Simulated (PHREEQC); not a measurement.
NaOH is added in steps, without added water, to 1 kg of water holding 0.06 mol/kgw HCl, 4.1e-05 mol/kgw CuSO4 and 4.9e-05 mol/kgw Na2SO4, at 35 °C. Oxygen is held at 0.21 atm. The system is closed to CO2. Solids allowed: Cu(OH)2, Brochantite, Antlerite, Atacamite, Halite, Mirabilite, Chalcanthite. Others were left out.

Base run: PHREEQC, ion-association model, wateq4f.dat. Each further column changes one thing. The table gives Cu+2 (mol/kgw).

```csv
NaOH added (mol),base,Davies equation for every ion,metal-ligand complexes left out,Debye-Hückel limiting law
0,3.66e-5,3.68e-5,4.10e-5,3.79e-5
0.008375,3.66e-5,3.68e-5,4.10e-5,3.79e-5
0.01675,3.66e-5,3.68e-5,4.10e-5,3.79e-5
0.02513,3.66e-5,3.68e-5,4.10e-5,3.79e-5
0.0335,3.65e-5,3.68e-5,4.10e-5,3.78e-5
0.04188,3.65e-5,3.68e-5,4.10e-5,3.78e-5
0.05025,3.65e-5,3.67e-5,4.10e-5,3.78e-5
0.05862,3.65e-5,3.67e-5,4.10e-5,3.78e-5
0.067,0,0,0,1.07e-14
```

The database's constant for dissolved Cu(OH)2 is higher than later reviews accept.
